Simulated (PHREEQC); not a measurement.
**Hard or scaling water with nickel, zinc or cadmium bath: speciation**

Solution A (0.14 mol/kgw CaCl2, 0.00022 mol/kgw NaHCO3 and 0.00046 mol/kgw NaCl) is mixed with solution B (8.1 mmol/kgw ZnCl2 and 12 mmol/kgw NaCl) at 61 °C; shares are by mass of water, 1 kg in all. Oxygen is held at 0.21 atm. The system is closed to CO2. Solids allowed: Calcite, Portlandite, Zn(OH)2-e, ZnCO3:H2O, Zn5(OH)8Cl2, Halite, Nahcolite, Natron. Others were left out.

Equilibrium calculation in PHREEQC: ion-association model, wateq4f.dat.

**Question.** Predict pH, C in solution (mol/kgw), Zn+2 (mol/kgw), HCO3- (mol/kgw) at share of solution B = 0.1, 0.3, 0.8.

**Answer.** 
```json
[
 {"share of solution B": "0.1", "pH": "6.80", "C in solution (mol/kgw)": "0.000198", "Zn+2 (mol/kgw)": "0.000436", "HCO3- (mol/kgw)": "0.000111"},
 {"share of solution B": "0.3", "pH": "6.53", "C in solution (mol/kgw)": "0.000154", "Zn+2 (mol/kgw)": "0.00143", "HCO3- (mol/kgw)": "8.13e-5"},
 {"share of solution B": "0.8", "pH": "5.90", "C in solution (mol/kgw)": "4.40e-5", "Zn+2 (mol/kgw)": "0.00486", "HCO3- (mol/kgw)": "1.35e-5"}
]
```

Constants without temperature data keep their 25 °C values here.
